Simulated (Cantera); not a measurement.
## Low-pressure radical oxidation in H2/O2

A perfectly stirred reactor is fed with 11.0 % H2, 84.5 % O2, 4.56 % N2, equivalence ratio 0.065, at 0.0158 atm; it is held at 1250 K, and followed from long to short residence time.

Cantera simulation using GRI-Mech 3.0 (53 species, 325 reactions); the numbers are that mechanism's predictions, not measurements. Radical loss at walls, strong at low pressure, is not modelled. The temperature is held fixed by assumption; the heat of reaction is taken as removed at once.

```
τ (s)       x H2   x O2       x H   x H2O      x O
------  --------  -----  --------  ------  -------
1.3     0.000268  0.832  0.000254   0.115  0.00250
0.52    0.000475  0.830  0.000620   0.114  0.00453
0.21    0.000825  0.826   0.00147   0.112  0.00800
0.082    0.00143  0.820   0.00343   0.110   0.0140
0.033    0.00236  0.810   0.00719   0.105   0.0225
0.013    0.00378  0.798    0.0132  0.0990   0.0330
0.0051   0.00598  0.787    0.0201  0.0916   0.0415
0.0020    0.0101  0.782    0.0253  0.0834   0.0439
```
x: mole fraction; the columns are a selection and need not sum to one.
